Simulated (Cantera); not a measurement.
Input: 1 mol PH3, 1.7 mol O2, 2.5 mol H2, held at 5780 Torr.

Method: chemical equilibrium by Gibbs-energy minimisation in Cantera with the NASA 1993 tables (ideal gas, pure condensed phases). Candidate condensed phases: H2O, P, P4O10; 17 gas species. Gases not in the tables: HPO2, HPO3 and P4O6. Kinetics and transport are ignored. All values below are at 2650 K.

Base state: H2 0.397, H2O 0.394, PO 0.101, PO2 0.0902, H 0.0106, P2 0.00368, OH 0.00257, P 0.000359 (mole fractions); condensed: gas only.

### Question
What changes in the equilibrium state with this change: pressure from 5780 Torr to 2.10 Torr?

### Answer
```tsv
species	before	after
H	0.0106	0.397
H2	0.397	0.201
H2O	0.394	0.118
O	4.43e-5	0.0721
O2	1.78e-5	0.0172
OH	0.00257	0.0569
PO2	0.0902	0.0470
PO	0.101	0.0891
P2	0.00368	2.95e-6
PH	0.000259	5.23e-6
P	0.000359	0.000534
```
